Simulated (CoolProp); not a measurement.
Saturation properties of R125.

Computed with CoolProp (reference Helmholtz-energy equation of state, Lemmon 2005).

```tsv
T (°C)	p (MPa)	liquid cp (kJ/(kg K))	vapour Z
-50.15	0.09147	1.110	0.9601
-47.55	0.1040	1.116	0.9563
-45.05	0.1173	1.121	0.9525
-42.45	0.1326	1.127	0.9483
-39.85	0.1493	1.133	0.9439
-37.35	0.1669	1.138	0.9394
-34.75	0.1869	1.145	0.9345
-32.15	0.2086	1.151	0.9293
-29.65	0.2313	1.157	0.9241
-27.05	0.2569	1.164	0.9185
-24.45	0.2847	1.171	0.9125
```

It boils at -48.1 °C under 1 atm.
